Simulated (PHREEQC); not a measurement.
# Metal-bearing waste water (model solution)

Dissolve 0.068 mol/kgw MnSO4, 0.12 mol/kgw CuCl2 and 0.00028 mol/kgw Na2SO4 at 20 °C. Closed to the air; pH follows from the charge balance.

Equilibrium calculation in PHREEQC: ion-association model, phreeqc.dat.

This is a speciation only: nothing precipitates in the calculation.

### Question
Predict the pH, density.

### Answer
pH 4.44; density 1.022 g/cm³.

### Question
In which forms is Mn present?

### Answer
Mn+2 67 %, MnSO4 17 %, MnCl+ 15 %, MnCl2 0.6 % of the Mn.
